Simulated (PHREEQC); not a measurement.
A solution holds 0.0086 mol HF, 0.0028 mol H2SiF6 and 0.023 mol H3PO4 per kg of water, at 30 °C. Closed to the air; pH follows from the charge balance.

Equilibrium calculation in PHREEQC: ion-association model, phreeqc.dat.

The ionic strength comes out as 0.0171 mol/kgw. What activity coefficients do SiF6-2, HF2-, H+, F-, H2PO4- get?

SiF6-2 0.60, HF2- 0.88, H+ 0.89, F- 0.87, H2PO4- 0.88.

Precipitation was switched off in this run. SiF6-2 is the database's only silicon fluoride.
